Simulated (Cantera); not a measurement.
An isothermal, constant-pressure homogeneous reactor starts with 7.14 % NH3, 92.9 % H2, at 2325 K and 0.0132 atm.

Model: the gas-phase N/H chemistry of the illustrative SiF4/NH3 mechanism in the Surface Chemkin manual (1991), integrated in Cantera. Walls and surfaces, which speed up NH3 decomposition in real reactors, are not modelled.

x: mole fraction; the columns are a selection and need not sum to one.

```csv
t (s),x NH3,x H2,x N,x NH2,x NH
0.000300,0.0714,0.928,3.78e-10,2.94e-5,7.36e-8
0.000623,0.0714,0.928,3.59e-9,6.03e-5,3.25e-7
0.00129,0.0713,0.928,3.27e-8,0.000124,1.41e-6
0.00269,0.0711,0.928,2.86e-7,0.000254,5.95e-6
0.00558,0.0706,0.927,2.18e-6,0.000500,2.30e-5
0.0116,0.0685,0.926,8.45e-6,0.000772,5.61e-5
0.0240,___,0.929,1.10e-5,0.000790,6.48e-5
0.0499,0.0498,0.936,1.12e-5,0.000684,6.07e-5
0.104,0.0315,0.945,1.14e-5,0.000506,5.29e-5
0.215,0.0112,0.954,1.26e-5,0.000260,3.98e-5
0.447,0.000619,0.949,1.14e-5,3.63e-5,1.42e-5
0.928,7.22e-6,0.922,2.61e-6,1.14e-6,1.21e-6
1.93,___,0.891,___,___,___
4.00,8.14e-8,0.879,2.51e-7,2.63e-8,5.68e-8
```

**Question.** Fill in the missing entries.

**Answer.** 
- 0.0240, x NH3: 0.0620
- 1.93, x NH3: 3.58e-7
- 1.93, x N: 6.91e-7
- 1.93, x NH2: 9.89e-8
- 1.93, x NH: 1.82e-7
